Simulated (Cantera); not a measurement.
**Premixed flame**

A freely propagating, adiabatic, planar premixed flame of 44.6 % H₂, 7.68 % O₂, 28.9 % N₂, 18.8 % H₂O, unburnt at 425 K and 1.00 bar; multicomponent+Soret transport, grid criteria slope 0.08 and curve 0.16, no radiation.

Computed with Cantera and the H2/O2 subset of GRI-Mech 3.0, which has no nitrogen chemistry. Burning velocities carry a grid error of a few per cent, more on coarse grids.

| z (mm) | T (K) | u (m/s) | x H₂ | x O₂ | x H₂O | x O | x H | x HO₂ |
|---|---|---|---|---|---|---|---|---|
| -1.18 | 425 | 2.06 | 0.446 | 0.0768 | 0.188 | <1e-8 | <1e-8 | <1e-8 |
| -0.788 | 425 | 2.06 | 0.446 | 0.0769 | 0.188 | <1e-8 | <1e-8 | 1.88e-8 |
| -0.591 | 426 | 2.06 | 0.444 | 0.0771 | 0.188 | <1e-8 | <1e-8 | 2.44e-7 |
| -0.394 | 431 | 2.06 | 0.437 | 0.0781 | 0.191 | 3.49e-8 | <1e-8 | 3.71e-6 |
| -0.197 | 529 | 2.40 | 0.401 | 0.0806 | 0.206 | 4.97e-6 | 3.02e-5 | 0.000332 |
| -0.0985 | 767 | 3.43 | 0.378 | 0.0703 | 0.233 | 6.27e-5 | 0.00131 | 0.000305 |
| 0 | 1038 | 4.64 | 0.353 | 0.0499 | 0.275 | 0.000251 | 0.00695 | 0.000126 |
| 0.0985 | 1226 | 5.49 | 0.326 | 0.0276 | 0.317 | 0.000407 | 0.0151 | 5.40e-5 |
| 0.197 | 1330 | 5.97 | 0.308 | 0.0122 | 0.345 | 0.000302 | 0.0204 | 2.16e-5 |
| 0.394 | 1416 | 6.36 | 0.299 | 0.00198 | 0.364 | 8.64e-5 | 0.0213 | 3.22e-6 |
| 0.788 | 1473 | 6.60 | 0.301 | 0.000111 | 0.369 | 2.64e-5 | 0.0162 | 1.75e-7 |
| 1.58 | 1517 | 6.78 | 0.305 | 7.69e-6 | 0.370 | 1.12e-5 | 0.0104 | 1.61e-8 |
| 3.15 | 1548 | 6.90 | 0.308 | 2.35e-6 | 0.371 | 4.02e-6 | 0.00601 | <1e-8 |
x: mole fraction of selected species; z is measured from the peak of heat release.

laminar burning velocity: 206 cm/s
thermal thickness: 0.394 mm
peak x(O): 0.000408
peak x(H): 0.0219
peak x(HO₂): 0.000435
grid points: 111
